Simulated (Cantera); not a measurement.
Calcination and drying: MgSO4 + H2

Feed: 1 mol MgSO4, 0.28 mol H2, held at 1350 K.

These are equilibrium values from Cantera (NASA tables, ideal gas, pure condensed phases), not measurements of a reactor. Candidate condensed phases: H2O, H2SO4, Mg, MgO, Mg(OH)2, MgS, MgSO4, S; 26 gas species. Mutual solubility and eutectic melting of coexisting phases are not modelled. Equilibrium is a limit: real reactors are often held back by kinetics, nucleation or transport.

From 10.0 Pa to 1.00 bar the condensed part is MgO(s). At 10.0 bar the condensed part is MgO(s) + MgSO4(s).

| P (Pa) | log p SO2 | log p H2O | log p O2 | log p SO3 | log p OH | n MgO(s) | n MgSO4(s) |
|---|---|---|---|---|---|---|---|
| 10 | -4.22 | -4.77 | -4.66 | -7.60 | -7.62 | 1.00 | 0 |
| 100 | -3.22 | -3.77 | -3.66 | -6.10 | -6.87 | 1.00 | 0 |
| 1000 | -2.22 | -2.77 | -2.66 | -4.60 | -6.12 | 1.00 | 0 |
| 10000 | -1.22 | -1.77 | -1.66 | -3.11 | -5.37 | 1.00 | 0 |
| 100000 | -0.23 | -0.76 | -0.68 | -1.62 | -4.62 | 1.00 | 0 |
| 1000000 | 0.70 | 0.70 | -2.47 | -1.59 | -4.34 | 0.282 | 0.718 |
log p: log10 of the partial pressure in bar; n: condensed amount in mol.
